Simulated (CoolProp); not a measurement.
R21 along the isotherm 199.85 °C: fugacity coefficient from the reference equation and from simpler models built on Tc = 179.6 °C, pc = 5289 kPa, ω = 0.206; each cubic takes its own stable root.

Computed with CoolProp (reference Helmholtz-energy equation of state, Platzer 1990). This equation is an older, rougher fit; its heat capacities, sound speeds and derivatives of the liquid may be far off and weren't checked against measurements.

```json
[
 {"p (kPa)": "83.6", "phase": "gas", "reference": "0.9955", "van der Waals": "0.9958", "Redlich-Kwong": "0.9953"},
 {"p (kPa)": "130", "phase": "gas", "reference": "0.9929", "van der Waals": "0.9934", "Redlich-Kwong": "0.9926"},
 {"p (kPa)": "203", "phase": "gas", "reference": "0.9890", "van der Waals": "0.9898", "Redlich-Kwong": "0.9885"},
 {"p (kPa)": "316", "phase": "gas", "reference": "0.9829", "van der Waals": "0.9841", "Redlich-Kwong": "0.9821"},
 {"p (kPa)": "492", "phase": "gas", "reference": "0.9733", "van der Waals": "0.9752", "Redlich-Kwong": "0.9722"},
 {"p (kPa)": "765", "phase": "gas", "reference": "0.9586", "van der Waals": "0.9615", "Redlich-Kwong": "0.9570"},
 {"p (kPa)": "1190", "phase": "gas", "reference": "0.9357", "van der Waals": "0.9403", "Redlich-Kwong": "0.9334"},
 {"p (kPa)": "1860", "phase": "gas", "reference": "0.8998", "van der Waals": "0.9068", "Redlich-Kwong": "0.8966"},
 {"p (kPa)": "2890", "phase": "gas", "reference": "0.8447", "van der Waals": "0.8555", "Redlich-Kwong": "0.8409"},
 {"p (kPa)": "4500", "phase": "gas", "reference": "0.7585", "van der Waals": "0.7742", "Redlich-Kwong": "0.7551"},
 {"p (kPa)": "7000", "phase": "supercritical", "reference": "0.6183", "van der Waals": "0.6315", "Redlich-Kwong": "0.6162"},
 {"p (kPa)": "10900", "phase": "supercritical", "reference": "0.4567", "van der Waals": "0.4831", "Redlich-Kwong": "0.4626"},
 {"p (kPa)": "17000", "phase": "supercritical", "reference": "0.3495", "van der Waals": "0.3917", "Redlich-Kwong": "0.3607"},
 {"p (kPa)": "26400", "phase": "supercritical", "reference": "0.2882", "van der Waals": "0.3502", "Redlich-Kwong": "0.3027"}
]
```
